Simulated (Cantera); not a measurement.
Charge: 1 mol CO2, 2.9 mol H2O, 3.4 mol O2, equilibrated at 1923.15 K and 2.85 Torr.

Equilibrium computed with Cantera from the NASA thermochemical tables; the gas is ideal and each condensed phase is pure. Rates play no part.

```
species    before     after
-------  --------  --------
H2O         0.386     0.587
CO2         0.134     0.201
O2          0.459     0.187
OH         0.0133    0.0131
H2        0.00146   0.00347
CO        0.00217   0.00510
O         0.00398   0.00254
H        0.000584  0.000901
```
Gas species are given as mole fractions.

Task: What was changed between the two runs?
(A) O2 from 3.4 to 0.91 mol
(B) temperature from 1923.15 K to 3125 K
(C) temperature from 1923.15 K to 3448 K
(D) O2 from 3.4 to 0.036 mol

Result: A, O2 from 3.4 to 0.91 mol
